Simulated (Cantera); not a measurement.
A closed system holds: 1 mol Si, 1.6 mol HCl, 2.1 mol H2, held at 13300 Pa.

Cantera equilibrium calculation (NASA polynomials, part measured and part estimated; ideal gas, pure solids and liquids). Candidate condensed phases: Si; 19 gas species. Gases not in the tables: Si2H6 and higher silanes. Kinetics and transport are ignored.

### Question
Which condensed phases are stable at each of these points (T (K)): 1048, 1123, 1198, 1273, 1348, 1423, 1498, 1573, 1648, 1723?

### Answer
| T (K) | condensed phases | Si condensed (%) |
|---|---|---|
| 1048 | Si(s) | 59.1 |
| 1123 | Si(s) | 60.0 |
| 1198 | Si(s) | 60.5 |
| 1273 | Si(s) | 60.1 |
| 1348 | Si(s) | 58.4 |
| 1423 | Si(s) | 56.0 |
| 1498 | Si(s) | 53.7 |
| 1573 | Si(s) | 52.1 |
| 1648 | Si(s) | 51.0 |
| 1723 | Si(l) | 51.0 |

From 1048 K to 1648 K the condensed part is Si(s). At 1723 K the condensed part is Si(l).
